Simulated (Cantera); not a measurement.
## Carbon deposition, reforming and gasification: CO + H₂O + N₂

Input: 1 mol CO, a varied amount of H₂O, 26 mol N₂, at 2798.15 K and 8000 Pa.

Method: chemical equilibrium by Gibbs-energy minimisation in Cantera with the NASA 1993 tables (ideal gas, pure condensed phases). Candidate condensed phases: C, C₆H₆, C₇H₈, C₈H₁₈, H₂O; 136 gas species. Rates play no part.

From 0.12 mol H₂O to 2 mol H₂O nothing is condensed. The main C-bearing gas is CO throughout.

| n(H₂O) (mol) | x N₂ | x H | x CO | x H₂ | x H₂O | x O | x OH | x NO |
|---|---|---|---|---|---|---|---|---|
| 0.12 | 0.952 | 0.00711 | 0.0359 | 0.000612 | 8.75e-5 | 0.00208 | 0.000285 | 0.000963 |
| 0.18 | 0.947 | 0.00979 | 0.0354 | 0.00116 | 0.000233 | 0.00293 | 0.000552 | 0.00135 |
| 0.27 | 0.941 | 0.0132 | 0.0348 | 0.00210 | 0.000581 | 0.00404 | 0.00102 | 0.00185 |
| 0.4 | 0.932 | 0.0172 | 0.0341 | 0.00356 | 0.00132 | 0.00539 | 0.00178 | 0.00246 |
| 0.6 | 0.919 | 0.0220 | 0.0331 | 0.00587 | 0.00286 | 0.00709 | 0.00301 | 0.00322 |
| 0.89 | 0.903 | 0.0275 | 0.0319 | 0.00915 | 0.00568 | 0.00906 | 0.00479 | 0.00407 |
| 1.3 | 0.882 | 0.0334 | 0.0306 | 0.0135 | 0.0104 | 0.0112 | 0.00723 | 0.00499 |
| 2 | 0.850 | 0.0408 | 0.0288 | 0.0202 | 0.0195 | 0.0141 | 0.0111 | 0.00614 |
x: gas mole fraction; nothing condenses.
